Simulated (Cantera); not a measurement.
A Cantera script and what it prints.

```python
import numpy as np
import cantera as ct

gas_names = """
    H H2 N NH NH2 NH3 N2 N2H2 N2H4 Si SiH SiH2 SiH3 SiH4 SiN Si2 Si2N Si3
""".split()
cond_names = """
    Si(cr) Si(L) Si3N4(a)
""".split()


# ... load() reads the species with a 1 bar reference pressure and builds the phases ...
atoms = {
    'trisilylamine': {'Si': 3, 'N': 1, 'H': 9},
    'N2': {'N': 2},
    'H2': {'H': 2},
}
top_T = {'Si3N4(a)': 2400}  # K; cautious upper limits of use, not melting points


# ... equilibrate(T, P, feed) seeds the gas with the atoms and calls Mixture.equilibrate('TP', solver="vcs", rtol=1e-11, max_steps=5000) ...
results = []
feed = {'trisilylamine': 1, 'N2': 25, 'H2': 0.68}  # mol
P = 46  # Pa
for T in [1423, 1473, 1523, 1573, 1623, 1673, 1723]:
    mix = equilibrate(T, P, feed)
    results.append((T, P, feed, dict(zip(mix.species_names, mix.species_moles))))
    x = sorted(zip(gas.X, gas.species_names), reverse=True)
    print(f"T = {T:g} K  P = {P:g} Pa  gas = {mix.phase_moles(0):.4g} mol")
    print("   x: " + "  ".join(f"{s} {v:.3e}" for v, s in x if v > 0.001))
    print("   condensed (mol): " + ("  ".join(f"{mix.phase(i).name} {mix.phase_moles(i):.4g}"
          for i in range(1, mix.n_phases) if mix.phase_moles(i) > 1e-12) or "none"))
```

Output:

```
T = 1423 K  P = 46 Pa  gas = 28.68 mol
   x: N2 8.193e-01  H2 1.805e-01
   condensed (mol): Si3N4(a) 1
T = 1473 K  P = 46 Pa  gas = 28.68 mol
   x: N2 8.193e-01  H2 1.805e-01
   condensed (mol): Si3N4(a) 1
T = 1523 K  P = 46 Pa  gas = 28.69 mol
   x: N2 8.192e-01  H2 1.803e-01
   condensed (mol): Si3N4(a) 0.9999
T = 1573 K  P = 46 Pa  gas = 28.7 mol
   x: N2 8.190e-01  H2 1.801e-01
   condensed (mol): Si3N4(a) 0.9992
T = 1623 K  P = 46 Pa  gas = 30.71 mol
   x: N2 8.303e-01  H2 1.680e-01  H 1.321e-03
   condensed (mol): Si(cr) 2.989
T = 1673 K  P = 46 Pa  gas = 30.74 mol
   x: N2 8.295e-01  H2 1.674e-01  H 2.172e-03
   condensed (mol): Si(cr) 2.97
T = 1723 K  P = 46 Pa  gas = 30.8 mol
   x: N2 8.279e-01  H2 1.664e-01  H 3.469e-03  Si 2.138e-03
   condensed (mol): Si(L) 2.929
```

Equilibrium computed with Cantera from the NASA thermochemical tables; the gas is ideal and each condensed phase is pure. The feed counts by its element totals alone. The tables' values for SiN are old estimates; treat these amounts as uncertain.
